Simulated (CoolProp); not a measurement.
Sulfur dioxide along the isotherm 525 K: density (kg/m³) from the reference equation and from simpler models built on Tc = 430.6 K, pc = 78.87 bar, ω = 0.256; each cubic takes its own stable root.

Model: reference Helmholtz-energy equation of state, Gao 2016, in CoolProp.

```csv
p (bar),phase,reference
23.3,gas,36.04
46.7,gas,76.56
70,gas,122.3
93.3,supercritical,174.5
117,supercritical,235.8
140,supercritical,303.7
163,supercritical,378.8
187,supercritical,459.4
210,supercritical,531.5
233,supercritical,594.0
257,supercritical,648.5
280,supercritical,692.1
303,supercritical,729.0
327,supercritical,762.0
350,supercritical,789.6
```

Problem. How far does each simpler model (ideal gas, Peng-Robinson) lie from the reference over these 15 states: mean and median of the absolute difference, and the worst?

Solution. 
- ideal gas: mean 31.2 %, median 36.9 %, worst -42.4 % at 525 K and 233 bar
- Peng-Robinson: mean 3.6 %, median 4.2 %, worst -6.6 % at 525 K and 257 bar
